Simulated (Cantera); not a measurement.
What does this Cantera script print?

```python
import numpy as np
import cantera as ct

gas = ct.Solution("h2o2.yaml")
gas.TPX = 700, 100000, {'H2': 1, 'O2': 0.794, 'N2': 2.98}
flame = ct.FreeFlame(gas, width=0.04)
flame.set_refine_criteria(ratio=3, slope=0.08, curve=0.16)
flame.transport_model = "mixture-averaged"
flame.solve(loglevel=0, auto=True)
flame.transport_model = "multicomponent"
flame.soret_enabled = False
flame.solve(loglevel=0, refine_grid=True)
z, T = flame.grid, flame.T
thick = (T[-1] - T[0]) / np.gradient(T, z).max()
show = ['H2', 'O2', 'H', 'OH', 'O', 'H2O2']
print(f"laminar burning velocity  {flame.velocity[0] * 100:.3f} cm/s")
print(f"burnt temperature         {T[-1]:.1f} K")
print(f"thermal thickness         {thick * 1e3:.4f} mm")
print(f"grid points               {len(z)}")
z0 = z[flame.heat_release_rate.argmax()]
print(f"{'z/mm':>9s}{'T/K':>9s}{'u/(m/s)':>9s}" + "".join(f"{s:>11s}" for s in show))
rows = []
for k in (-3, -2, -1.5, -1, -0.5, -0.25, 0, 0.25, 0.5, 1, 2, 4, 8):
    zz = z0 + k * thick
    rows.append([k * thick, np.interp(zz, z, T), np.interp(zz, z, flame.velocity),
                 *(np.interp(zz, z, flame.X[gas.species_index(s)]) for s in show)])
    print(f"{rows[-1][0] * 1e3:9.3f}{rows[-1][1]:9.1f}{rows[-1][2]:9.3f}" + "".join(f"{x:11.3e}" for x in rows[-1][3:]))
```

Result:

```
laminar burning velocity  684.325 cm/s
burnt temperature         2197.3 K
thermal thickness         0.4673 mm
grid points               131
     z/mm      T/K  u/(m/s)         H2         O2          H         OH          O       H2O2
   -1.402    700.0    6.843  2.095e-01  1.663e-01  8.185e-15  1.478e-16  1.992e-15  6.131e-14
   -0.935    700.0    6.843  2.095e-01  1.663e-01  8.244e-12  1.080e-13  1.329e-12  4.896e-13
   -0.701    700.0    6.843  2.095e-01  1.663e-01  1.199e-09  1.258e-11  1.396e-10  2.839e-11
   -0.467    700.1    6.843  2.093e-01  1.663e-01  4.189e-07  5.949e-09  2.858e-08  6.482e-09
   -0.234    722.6    7.019  2.028e-01  1.665e-01  3.311e-04  9.041e-05  2.337e-05  4.446e-06
   -0.117    894.8    8.510  1.700e-01  1.614e-01  5.189e-03  7.702e-04  5.905e-04  9.451e-06
    0.000   1248.9   11.545  8.750e-02  1.268e-01  2.300e-02  4.154e-03  6.247e-03  6.992e-06
    0.117   1517.8   13.878  3.124e-02  8.631e-02  3.033e-02  9.803e-03  1.367e-02  3.691e-06
    0.234   1657.8   15.067  1.936e-02  7.481e-02  2.548e-02  1.256e-02  1.484e-02  2.049e-06
    0.467   1803.9   16.256  1.541e-02  7.079e-02  1.693e-02  1.438e-02  1.250e-02  1.068e-06
    0.935   1941.5   17.338  1.163e-02  6.875e-02  9.325e-03  1.471e-02  8.914e-03  5.989e-07
    1.869   2053.4   18.193  7.466e-03  6.773e-02  4.199e-03  1.325e-02  5.452e-03  3.767e-07
    3.738   2132.5   18.785  3.959e-03  6.759e-02  1.487e-03  1.045e-02  2.808e-03  2.561e-07
```

Cantera simulation using the H2/O2 subset of GRI-Mech 3.0, which has no nitrogen chemistry; the numbers are that mechanism's predictions, not measurements. Burning velocities carry a grid error of a few per cent, more on coarse grids. Lean hydrogen flames are cellular in practice and burn faster than this planar one.
